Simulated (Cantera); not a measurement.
A closed system holds: 1 mol SiCl4, a varied amount of HCl, 640 mol H2, held at 0.00120 bar.

Points: T (K) = 1398, 1498, 1598, 1698, 1798, 1898, 1998, 2098, 2198, 2298, 2398, 2498; n(HCl) (mol) = 0.13, 0.18, 0.26, 0.37, 0.53, 0.76, 1.1, 1.6, 2.2, 3.2.

Cantera's Mixture.equilibrate('TP', solver="vcs", rtol=1e-11, max_steps=5000) on the NASA tables stopped like this:

```
ERROR: FAILURE its = 5001!

*******************************************************************************
CanteraError thrown by MultiPhase::equilibrate:
VCS solver failed. Return code: -1
*******************************************************************************
```

Q: What got this run through?

A: One answer among several that fit: The failure is numerical, not chemical. The same input converged with solver="gibbs", rtol=1e-10, max_steps=50000, and the result passed a check of the equilibrium conditions:
```
   1398       0.13  Si(cr)
   1398       0.18  Si(cr)
   1398       0.26  Si(cr)
   1398       0.37  Si(cr)
   1398       0.53  Si(cr)
   1398       0.76  Si(cr)
   1398        1.1  Si(cr)
   1398        1.6  Si(cr)
   1398        2.2  Si(cr)
   1398        3.2  Si(cr)
   1498       0.13  Si(cr)
   1498       0.18  Si(cr)
   1498       0.26  Si(cr)
   1498       0.37  Si(cr)
   1498       0.53  Si(cr)
   1498       0.76  Si(cr)
   1498        1.1  Si(cr)
   1498        1.6  Si(cr)
   1498        2.2  Si(cr)
   1498        3.2  Si(cr)
   1598       0.13  Si(cr)
   1598       0.18  Si(cr)
   1598       0.26  Si(cr)
   1598       0.37  Si(cr)
   1598       0.53  Si(cr)
   1598       0.76  Si(cr)
   1598        1.1  Si(cr)
   1598        1.6  Si(cr)
   1598        2.2  Si(cr)
   1598        3.2  Si(cr)
   1698       0.13  Si(L)
   1698       0.18  Si(L)
   1698       0.26  Si(L)
   1698       0.37  Si(L)
   1698       0.53  Si(L)
   1698       0.76  Si(L)
   1698        1.1  Si(L)
   1698        1.6  Si(L)
   1698        2.2  Si(L)
   1698        3.2  Si(L)
   1798       0.13  gas only
   1798       0.18  gas only
   1798       0.26  gas only
   1798       0.37  gas only
   1798       0.53  gas only
   1798       0.76  gas only
   1798        1.1  gas only
   1798        1.6  gas only
   1798        2.2  gas only
   1798        3.2  gas only
   1898       0.13  gas only
   1898       0.18  gas only
   1898       0.26  gas only
   1898       0.37  gas only
   1898       0.53  gas only
   1898       0.76  gas only
   1898        1.1  gas only
   1898        1.6  gas only
   1898        2.2  gas only
   1898        3.2  gas only
   1998       0.13  gas only
   1998       0.18  gas only
   1998       0.26  gas only
   1998       0.37  gas only
   1998       0.53  gas only
   1998       0.76  gas only
   1998        1.1  gas only
   1998        1.6  gas only
   1998        2.2  gas only
   1998        3.2  gas only
   2098       0.13  gas only
   2098       0.18  gas only
   2098       0.26  gas only
   2098       0.37  gas only
   2098       0.53  gas only
   2098       0.76  gas only
   2098        1.1  gas only
   2098        1.6  gas only
   2098        2.2  gas only
   2098        3.2  gas only
   2198       0.13  gas only
   2198       0.18  gas only
   2198       0.26  gas only
   2198       0.37  gas only
   2198       0.53  gas only
   2198       0.76  gas only
   2198        1.1  gas only
   2198        1.6  gas only
   2198        2.2  gas only
   2198        3.2  gas only
   2298       0.13  gas only
   2298       0.18  gas only
   2298       0.26  gas only
   2298       0.37  gas only
   2298       0.53  gas only
   2298       0.76  gas only
   2298        1.1  gas only
   2298        1.6  gas only
   2298        2.2  gas only
   2298        3.2  gas only
   2398       0.13  gas only
   2398       0.18  gas only
   2398       0.26  gas only
   2398       0.37  gas only
   2398       0.53  gas only
   2398       0.76  gas only
   2398        1.1  gas only
   2398        1.6  gas only
   2398        2.2  gas only
   2398        3.2  gas only
   2498       0.13  gas only
   2498       0.18  gas only
   2498       0.26  gas only
   2498       0.37  gas only
   2498       0.53  gas only
   2498       0.76  gas only
   2498        1.1  gas only
   2498        1.6  gas only
   2498        2.2  gas only
   2498        3.2  gas only
```

The gas is ideal and each condensed phase is pure. The tables' values for SiCl3 are old estimates.
